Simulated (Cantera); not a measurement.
An isothermal plug-flow reactor at 650 K and 593 Torr (inlet), inlet velocity 0.32 m/s, active area per volume 120 1/m; feed CO : O₂ : N₂ : H₂O = 0.0058 : 0.042 : 0.79 : 0.09 (molar parts).

Cantera simulation using Deutschmann's 1995 Pt surface mechanism with GRI-Mech 3.0 gas chemistry; the numbers are that mechanism's predictions, not measurements. Catalytic surfaces can have several steady states; this one follows from the mechanism file's or the stated starting coverage. Mass transfer to the wall is taken as infinitely fast.

Problem. What does this change do: pressure from 593 Torr to 540 Torr?

Solution. 
```
quantity                 before    after
----------------------  -------  -------
x(CO) at z = 0.0043 m   0.00364  0.00290
x(O₂) at z = 0.0043 m    0.0440   0.0437
x(H₂O) at z = 0.0043 m   0.0971   0.0972
x(CO₂) at z = 0.0043 m  0.00262  0.00336
θ(free Pt) at the exit   0.0652    0.110
θ(O*) at the exit        0.0566    0.182
θ(OH*) at the exit      0.00474   0.0105
θ(CO*) at the exit        0.873    0.698
```
